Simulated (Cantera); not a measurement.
An isothermal, constant-pressure homogeneous reactor starts with N₂O = 1 (molar parts), at 1425 K and 0.0263 atm. Integrator tolerance rtol = 1e-08.

Model: GRI-Mech 3.0 (53 species, 325 reactions), integrated in Cantera. GRI-Mech 3.0 was tuned for natural gas; its chemistry of N2O as a main component is partial and can be far from experiment. Radical loss at walls, strong at low pressure, is not modelled. The temperature is held fixed by assumption; the heat of reaction is taken as removed at once.

Task: What does this change do: pressure from 0.0263 atm to 0.0132 atm?

Result: 
```tsv
quantity	before	after
x(N₂O) at 200 s	4.93e-6 (gas-phase equilibrium 9.14e-9)	4.80e-6 (gas-phase equilibrium 6.46e-9)
x(NO₂) at 200 s	0.000169 (gas-phase equilibrium 1.35e-6)	0.000120 (gas-phase equilibrium 9.55e-7)
x(O) at 200 s	4.44e-6 (gas-phase equilibrium 4.93e-6)	6.28e-6 (gas-phase equilibrium 6.98e-6)
x(N₂) at 200 s	0.599 (gas-phase equilibrium 0.666)	0.598 (gas-phase equilibrium 0.666)
x(O₂) at 200 s	0.265 (gas-phase equilibrium 0.333)	0.264 (gas-phase equilibrium 0.333)
x(NO) at 200 s	0.136 (gas-phase equilibrium 0.000968)	0.138 (gas-phase equilibrium 0.000968)
```
